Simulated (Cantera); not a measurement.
Equilibrium for silicon etching in halogen gases: Si + HBr + H₂

Charge: 1 mol Si, 4.4 mol HBr, 7.2 mol H₂, equilibrated at 110 Pa.

Equilibrium computed with Cantera from the NASA thermochemical tables; the gas is ideal and each condensed phase is pure. Candidate condensed phases: Br₂, Si; 19 gas species. The tables' values for SiBr₃ are old estimates; treat these amounts as uncertain. Equilibrium is a limit: real reactors are often held back by kinetics, nucleation or transport.

| T (K) | x H₂ | x HBr | x SiBr₄ | x SiBr₂ | x SiBr₃ | x SiHBr₃ | x Br | x SiH₂Br₂ | n Si(s) |
|---|---|---|---|---|---|---|---|---|---|
| 698 | 0.868 | 0.0380 | 0.0941 | 6.48e-8 | 9.40e-7 | 0.000225 | 1.80e-9 | 2.50e-7 | 0 |
| 748 | 0.867 | 0.0383 | 0.0938 | 1.66e-6 | 6.87e-6 | 0.000505 | 1.03e-8 | 1.27e-6 | 0 |
| 798 | 0.867 | 0.0388 | 0.0933 | 2.74e-5 | 3.85e-5 | 0.00101 | 4.80e-8 | 5.08e-6 | 0 |
| 848 | 0.865 | 0.0403 | 0.0920 | 0.000306 | 0.000170 | 0.00179 | 1.91e-7 | 1.63e-5 | 0 |
| 898 | 0.860 | 0.0465 | 0.0885 | 0.00202 | 0.000551 | 0.00258 | 7.31e-7 | 3.53e-5 | 0.00424 |
| 948 | 0.841 | 0.0706 | 0.0796 | 0.00556 | 0.00109 | 0.00244 | 3.28e-6 | 3.53e-5 | 0.0497 |
| 998 | 0.816 | 0.100 | 0.0667 | 0.0132 | 0.00188 | 0.00218 | 1.24e-5 | 3.36e-5 | 0.0888 |
| 1048 | 0.786 | 0.132 | 0.0498 | 0.0271 | 0.00279 | 0.00177 | 4.00e-5 | 2.98e-5 | 0.103 |
| 1098 | 0.757 | 0.161 | 0.0309 | 0.0466 | 0.00341 | 0.00125 | 0.000110 | 2.39e-5 | 0.0780 |
| 1148 | 0.734 | 0.180 | 0.0151 | 0.0663 | 0.00332 | 0.000737 | 0.000259 | 1.71e-5 | 0.0248 |
| 1198 | 0.720 | 0.193 | 0.00617 | 0.0777 | 0.00264 | 0.000373 | 0.000545 | 1.07e-5 | 0 |
x: gas mole fraction; n: condensed amount in mol.

From 698 K to 848 K nothing is condensed. From 898 K to 1148 K the condensed part is Si(s). At 1198 K nothing is condensed. The main Si-bearing gas is SiBr₄ at 698 K and SiBr₂ at 1198 K.
